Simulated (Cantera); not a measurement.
A closed system holds: 1 mol Si2H6, 0.16 mol N2O, equilibrated at 1500 °C and 10000 Pa.

These are equilibrium values from Cantera (NASA tables, ideal gas, pure condensed phases), not measurements of a reactor. Candidate condensed phases: H2O, Si, SiO2, Si2N2O, Si3N4; 35 gas species. The feed counts by its element totals alone. Mutual solubility and eutectic melting of coexisting phases are not modelled. Gases not in the tables: Si2H6 and higher silanes. Rates play no part.

Base state: H2 0.977, N2 0.0109, SiO 0.0109, H 0.000889, SiH2 2.41e-5, Si 2.13e-5 (mole fractions); condensed: Si(l) + Si2N2O(s).

Task: What changes in the equilibrium state with this change: Si2H6 replaced by TEOS?

Result: 
```tsv
species	before	after
H2	0.977	0.697
CO	0	0.289
N2	0.0109	0.0109
SiO	0.0109	0.00148
HCN	0	0.000469
C2H2 (acetylene)	0	9.76e-5
CH4	0	4.10e-5
Si(l), mol	1.71	0
Si2N2O(s), mol	0.126	0
C(graphite), mol	0	2.87
SiC(s), mol	0	0.979
```
Further candidate phases: C, C6H6, C7H8, C8H18, SiC.
